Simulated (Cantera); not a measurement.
Input: 1 mol SiH2Cl2, 1.1 mol NH3, 52 mol N2, equilibrated at 1623 K and 0.00640 bar.

These are equilibrium values from Cantera (NASA tables, ideal gas, pure condensed phases), not measurements of a reactor. Candidate condensed phases: NH4Cl, Si, Si3N4; 28 gas species. The tables' values for SiCl3, SiCl are old estimates; treat these amounts as uncertain. Rates play no part.

Base state: N2 0.935, H2 0.0369, HCl 0.0209, SiCl2 0.00730, H 0.000166, SiCl3 7.63e-5, Cl 7.41e-5, SiCl 1.04e-5 (mole fractions); condensed: Si3N4(s).

Q: What changes in the equilibrium state with this change: NH3 from 1.1 to 5.4 mol?

A: 
```tsv
species	before	after
N2	0.935	0.843
H2	0.0369	0.129
HCl	0.0209	0.0247
SiCl2	0.00730	0.00313
SiCl3	7.63e-5	2.07e-5
H	0.000166	0.000310
Cl	7.41e-5	4.69e-5
Si3N4(s), mol	0.196	0.266
```
The tables' values for SiCl3 are old estimates; treat these amounts as uncertain.

Q: What changes in the equilibrium state with this change: NH3 from 1.1 to 0.15 mol?

A: 
```tsv
species	before	after
N2	0.935	0.959
HCl	0.0209	0.0158
H2	0.0369	0.0147
SiCl2	0.00730	0.0103
SiCl3	7.63e-5	0.000130
H	0.000166	0.000105
Cl	7.41e-5	8.89e-5
SiCl	1.04e-5	1.23e-5
Si3N4(s), mol	0.196	0.144
```
